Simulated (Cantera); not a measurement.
Charge: 1 mol CH3Cl, 0.99 mol Si, 0.46 mol H2, at 0.190 bar.

Cantera equilibrium calculation (NASA polynomials, part measured and part estimated; ideal gas, pure solids and liquids). Candidate condensed phases: C, C6H6, C7H8, C8H18, Si, SiC; 109 gas species. The tables' values for SiCl3 are old estimates; treat these amounts as uncertain. The numbers say what is thermodynamically allowed, not how fast it happens.

Question: At 1023 K, list the 4 most abundant gas species with their mole fractions, and the condensed phases.

Answer: H2 0.786, HCl 0.124, SiCl4 0.0763, CH4 0.00881. Condensed: C(graphite) + SiC(s).
